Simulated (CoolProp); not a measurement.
Vapour-liquid equilibrium of n-perfluoropentane (1) + n-pentane (2) at 358.6 K; x and y are mole fractions of (1).

The numbers come from the multi-fluid Helmholtz-energy mixture model, Gao 2022 and Thol 2019; pair parameters Bell 2016 in CoolProp.

Q: Give the bubble pressure and the first vapour's composition at x = 0.2, 0.65, 0.8. Is there an azeotrope?

A: x = 0.2: 0.6559 MPa, y = 0.408; x = 0.65: 0.7026 MPa, y = 0.593; x = 0.8: 0.6663 MPa, y = 0.706. y crosses x between x = 0.5 and 0.65: the model has an azeotrope there.

The pair parameters rest on a limited set of measurements; away from them the model extrapolates.
